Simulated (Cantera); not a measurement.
A Cantera script and what it prints.

```python
import numpy as np
import cantera as ct

gas_names = """
    Fe FeO Fe(OH)2 H HO2 H2 H2O H2O2 H2S H2SO4 O OH O2 O3 S SH SO SO2 SO3 S2 S2O S8
""".split()
cond_names = """
    Fe(a) Fe(c) Fe(d) Fe(L) FeO(s) FeO(L) Fe(OH)2(s) Fe(OH)3(s) FeS(a) FeS(b) FeS(c) FeS(L) FeSO4(s)
    FeS2(s) Fe2O3(s) Fe2S3O12(s) Fe3O4(s) H2O(s) H2O(L) H2SO4(L) S(cr1) S(cr2) S(L)
""".split()


# ... load() reads the species with a 1 bar reference pressure and builds the phases ...
atoms = {
    'FeS2': {'Fe': 1, 'S': 2},
    'SO3': {'S': 1, 'O': 3},
    'H2O': {'H': 2, 'O': 1},
}
top_T = {'FeSO4(s)': 950, 'FeS2(s)': 1010, 'Fe2O3(s)': 1830, 'Fe2S3O12(s)': 1100, 'Fe3O4(s)': 1870}  # K; cautious upper limits of use, not melting points


# ... equilibrate(T, P, feed) seeds the gas with the atoms and calls Mixture.equilibrate('TP', solver="vcs", rtol=1e-11, max_steps=5000) ...
results = []
feed = {'FeS2': 1, 'SO3': 0.32, 'H2O': 0.44}  # mol
P = 1400000  # Pa
for T in [625, 700, 775, 850, 925, 1000, 1075, 1150, 1225, 1300, 1375]:
    mix = equilibrate(T, P, feed)
    results.append((T, P, feed, dict(zip(mix.species_names, mix.species_moles))))

top = {s: max(r[3][s] / sum(r[3][g] for g in gas_names) for r in results) for s in gas_names}
cols = sorted((s for s in top if top[s] > 0.0001), key=lambda s: -top[s])[:9]
seen = [c for c in cond_names if any(r[3].get(c, 0) > 1e-12 for r in results)]
print("log10 of partial pressures in bar; condensed amounts in mol")
print(f"{'T/K':>10s}" + "".join(f"{s[:9]:>10s}" for s in cols + seen))
for T, P, feed, n in results:
    ng = sum(n[g] for g in gas_names)
    print(f"{T:10.4g}" + "".join(f"{np.log10(max(n[s] / ng * P / 1e5, 1e-99)):10.3f}" for s in cols)
          + "".join(f"{n.get(c, 0):10.4g}" for c in seen))
```

Output:

```
log10 of partial pressures in bar; condensed amounts in mol
       T/K       H2O       SO2        S2       H2S       S2O        H2        SO        S8        SH    FeS(c)  FeSO4(s)   FeS2(s)  Fe3O4(s)
       625     0.879     0.808    -3.441    -1.756    -3.285    -4.954    -8.450    -4.112    -9.629         0   0.05388    0.9461         0
       700     0.879     0.808    -3.236    -1.816    -3.169    -4.327    -7.310    -6.890    -8.542         0   0.05382    0.9462         0
       775     0.843     0.845    -2.672    -1.618    -2.757    -3.771    -6.271    -7.521    -7.441         0         0     0.939   0.02034
       850     0.840     0.844    -1.902    -1.183    -2.203    -3.191    -5.355    -6.799    -6.321         0         0    0.9369   0.02105
       925     0.834     0.842    -1.254    -0.819    -1.738    -2.705    -4.588    -6.173    -5.382         0         0    0.9313    0.0229
      1000     0.762     0.851    -0.307    -0.283    -1.039    -2.263    -3.832    -4.048    -4.371    0.2929         0    0.7071         0
      1075     0.544     0.749     0.521     0.088    -0.483    -1.978    -3.233    -2.154    -3.543         1         0         0         0
      1150     0.556     0.743     0.534     0.041    -0.488    -1.745    -2.847    -3.329    -3.184         1         0         0         0
      1225     0.566     0.739     0.543    -0.002    -0.494    -1.542    -2.509    -4.365    -2.871         1         0         0         0
      1300     0.573     0.735     0.550    -0.042    -0.501    -1.362    -2.211    -5.281    -2.595         1         0         0         0
      1375     0.578     0.732     0.555    -0.078    -0.506    -1.203    -1.945    -6.095    -2.350         1         0         0         0
```

These are equilibrium values from Cantera (NASA tables, ideal gas, pure condensed phases), not measurements of a reactor. FeS: taken at fixed stoichiometry. Gases not in the tables: S3 to S7.
